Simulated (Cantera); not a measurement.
An isothermal, constant-pressure homogeneous reactor starts with 60.9 % NH₃, 39.1 % N₂, at 1850 K and 12000 Pa.

Cantera simulation using the gas-phase N/H chemistry of the illustrative SiF4/NH3 mechanism in the Surface Chemkin manual (1991); the numbers are that mechanism's predictions, not measurements. Walls and surfaces, which speed up NH3 decomposition in real reactors, are not modelled.

Question: Predict: x(NH₃) at 2.00 s; x(H₂) at 2.00 s; x(N₂H₂) at 2.00 s; x(N₂H₄) at 2.00 s; x(NH) at 2.00 s; x(N) at 2.00 s; x(N₂) at 2.00 s.

Answer: 
| Item | Result |
|---|---|
| x(NH₃) at 2.00 s | 0.131 (gas-phase equilibrium 8.82e-7) |
| x(H₂) at 2.00 s | 0.445 (gas-phase equilibrium 0.567) |
| x(N₂H₂) at 2.00 s | 3.41e-7 (gas-phase equilibrium <1e-12) |
| x(N₂H₄) at 2.00 s | 5.90e-9 (gas-phase equilibrium <1e-12) |
| x(NH) at 2.00 s | 3.32e-6 (gas-phase equilibrium 4.54e-10) |
| x(N) at 2.00 s | 2.59e-7 (gas-phase equilibrium 1.64e-10) |
| x(N₂) at 2.00 s | 0.423 (gas-phase equilibrium 0.432) |
